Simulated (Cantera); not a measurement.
Input: 1 mol H2O, 0.046 mol H2, held at 10000 Pa.

These are equilibrium values from Cantera (NASA tables, ideal gas, pure condensed phases), not measurements of a reactor. Candidate condensed phases: H2O; 22 gas species. Ions and electrons are included (thermal ionisation). Kinetics and transport are ignored.

At 4500 K, list the 4 most abundant gas species with their mole fractions, and the condensed phases.

H 0.671, O 0.321, H2 0.00377, OH 0.00329. Condensed: gas only.
